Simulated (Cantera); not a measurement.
What does this Cantera script print?

```python
import numpy as np
import cantera as ct

gas_names = """
    CL CL2 Fe FeCL FeCL2 FeCL3 Fe2CL4 Fe2CL6 H HCL H2
""".split()
cond_names = """
    Fe(a) Fe(c) Fe(d) Fe(L) FeCL2(s) FeCL2(L) FeCL3(s) FeCL3(L)
""".split()


# ... load() reads the species with a 1 bar reference pressure and builds the phases ...
atoms = {
    'Fe': {'Fe': 1},
    'HCl': {'H': 1, 'CL': 1},
    'H2': {'H': 2},
}
top_T = {}  # K; cautious upper limits of use, not melting points


# ... equilibrate(T, P, feed) seeds the gas with the atoms and calls Mixture.equilibrate('TP', solver="vcs", rtol=1e-11, max_steps=5000) ...
results = []
T = 1175  # K
P = 3400  # Pa
for m in [0.056, 0.085, 0.13, 0.2, 0.31, 0.48, 0.73, 1.1, 1.7, 2.7, 4.1]:
    feed = {'Fe': 1, 'HCl': 0.13, 'H2': m}  # mol
    mix = equilibrate(T, P, feed)
    results.append((T, P, feed, dict(zip(mix.species_names, mix.species_moles))))

top = {s: max(r[3][s] / sum(r[3][g] for g in gas_names) for r in results) for s in gas_names}
cols = sorted((s for s in top if top[s] > 0.001), key=lambda s: -top[s])[:6]
seen = [c for c in cond_names if any(r[3].get(c, 0) > 1e-12 for r in results)]
print("log10 of partial pressures in bar; condensed amounts in mol")
print(f"{'n(H2)':>10s}" + "".join(f"{s[:9]:>10s}" for s in cols + seen))
for T, P, feed, n in results:
    ng = sum(n[g] for g in gas_names)
    print(f"{feed['H2']:10.4g}" + "".join(f"{np.log10(max(n[s] / ng * P / 1e5, 1e-99)):10.3f}" for s in cols)
          + "".join(f"{n.get(c, 0):10.4g}" for c in seen))
```

Output:

```
log10 of partial pressures in bar; condensed amounts in mol
     n(H2)        H2       HCL     FeCL2     Fe(a)
     0.056    -1.824    -1.846    -2.326     0.974
     0.085    -1.768    -1.876    -2.443    0.9771
      0.13    -1.709    -1.924    -2.597    0.9806
       0.2    -1.653    -1.993    -2.792    0.9843
      0.31    -1.604    -2.087    -3.030    0.9879
      0.48    -1.565    -2.204    -3.303    0.9911
      0.73    -1.536    -2.335    -3.592    0.9935
       1.1    -1.515    -2.476    -3.896    0.9954
       1.7    -1.500    -2.638    -4.236    0.9969
       2.7    -1.489    -2.820    -4.611     0.998
       4.1    -1.482    -2.990    -4.957    0.9986
```

These are equilibrium values from Cantera (NASA tables, ideal gas, pure condensed phases), not measurements of a reactor.
